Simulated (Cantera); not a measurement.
What does this Cantera script print?

```python
import numpy as np
import cantera as ct

gas_names = """
    CL CL2 H HCL H2 Si SiCL SiCL2 SiCL3 SiCL4 SiH SiHCL3 SiH2 SiH2CL2 SiH3 SiH3CL SiH4 Si2 Si3
""".split()
cond_names = """
    Si(cr) Si(L)
""".split()


def load(file, names, dense=False):
    # The tables refer to 1 bar. Condensed volumes are neglected.
    table = {s.name: s for s in ct.Species.list_from_file(file)}
    out = []
    for n in names:
        d = dict(table[n].input_data)
        d["thermo"] = dict(d["thermo"], **{"reference-pressure": 1e5})
        if dense:
            d["equation-of-state"] = {"model": "constant-volume", "density": "1e6 g/cm^3"}
        out.append(ct.Species.from_dict(d))
    return out


gas = ct.Solution(thermo="ideal-gas", species=load("nasa_gas.yaml", gas_names))
cond = {s.name: ct.Solution(thermo="fixed-stoichiometry", species=[s], name=s.name)
        for s in load("nasa_condensed.yaml", cond_names, dense=True)}
atoms = {
    'SiHCl3': {'Si': 1, 'H': 1, 'CL': 3},
    'H2': {'H': 2},
}
top_T = {}  # K; cautious upper limits of use, not melting points


def equilibrate(T, P, feed):
    n = {}
    for name, mol in feed.items():
        for a, k in atoms[name].items():
            n[a] = n.get(a, 0.0) + k * mol
    gas.TPX = T, P, n
    mass = sum(n.values()) * gas.mean_molecular_weight
    gas.equilibrate("TP")
    valid = [c for c in cond.values() if c.min_temp <= T <= top_T.get(c.name, c.max_temp)]
    mix = ct.Mixture([(gas, mass / gas.mean_molecular_weight)] + [(c, 0.0) for c in valid])
    mix.T, mix.P = T, P
    mix.equilibrate("TP", solver="vcs", rtol=1e-11, max_steps=5000)
    return mix


results = []
T = 2200  # K
P = 100000  # Pa
for m in [85, 110, 140, 190, 240, 320, 410, 540, 700]:
    feed = {'SiHCl3': 1, 'H2': m}  # mol
    mix = equilibrate(T, P, feed)
    results.append((T, P, feed, dict(zip(mix.species_names, mix.species_moles))))
    x = sorted(zip(gas.X, gas.species_names), reverse=True)
    print(f"T = {T:g} K  P = {P:g} Pa  n(H2) = {m:g} mol  gas = {mix.phase_moles(0):.4g} mol")
    print("   x: " + "  ".join(f"{s} {v:.3e}" for v, s in x if v > 0.001))
    print("   condensed (mol): " + ("  ".join(f"{mix.phase(i).name} {mix.phase_moles(i):.4g}"
          for i in range(1, mix.n_phases) if mix.phase_moles(i) > 1e-12) or "none"))
```

Result:

```
T = 2200 K  P = 100000 Pa  n(H2) = 85 mol  gas = 87.29 mol
   x: H2 9.612e-01  HCL 3.037e-02  H 5.522e-03  SiCL2 1.852e-03
   condensed (mol): Si(L) 0.7525
T = 2200 K  P = 100000 Pa  n(H2) = 110 mol  gas = 112.4 mol
   x: H2 9.681e-01  HCL 2.415e-02  H 5.542e-03  SiCL2 1.162e-03
   condensed (mol): Si(L) 0.7624
T = 2200 K  P = 100000 Pa  n(H2) = 140 mol  gas = 142.5 mol
   x: H2 9.733e-01  HCL 1.939e-02  H 5.556e-03
   condensed (mol): Si(L) 0.7613
T = 2200 K  P = 100000 Pa  n(H2) = 190 mol  gas = 192.6 mol
   x: H2 9.784e-01  HCL 1.460e-02  H 5.571e-03
   condensed (mol): Si(L) 0.7441
T = 2200 K  P = 100000 Pa  n(H2) = 240 mol  gas = 242.8 mol
   x: H2 9.815e-01  HCL 1.171e-02  H 5.580e-03
   condensed (mol): Si(L) 0.7172
T = 2200 K  P = 100000 Pa  n(H2) = 320 mol  gas = 323.1 mol
   x: H2 9.844e-01  HCL 8.897e-03  H 5.588e-03
   condensed (mol): Si(L) 0.6647
T = 2200 K  P = 100000 Pa  n(H2) = 410 mol  gas = 413.4 mol
   x: H2 9.864e-01  HCL 7.004e-03  H 5.594e-03
   condensed (mol): Si(L) 0.5988
T = 2200 K  P = 100000 Pa  n(H2) = 540 mol  gas = 543.8 mol
   x: H2 9.881e-01  H 5.598e-03  HCL 5.358e-03
   condensed (mol): Si(L) 0.4978
T = 2200 K  P = 100000 Pa  n(H2) = 700 mol  gas = 704.3 mol
   x: H2 9.893e-01  H 5.602e-03  HCL 4.156e-03
   condensed (mol): Si(L) 0.3689
```

Method: chemical equilibrium by Gibbs-energy minimisation in Cantera with the NASA 1993 tables (ideal gas, pure condensed phases). The tables' values for SiCl are old estimates; treat these amounts as uncertain. Gases not in the tables: Si2H6 and higher silanes.
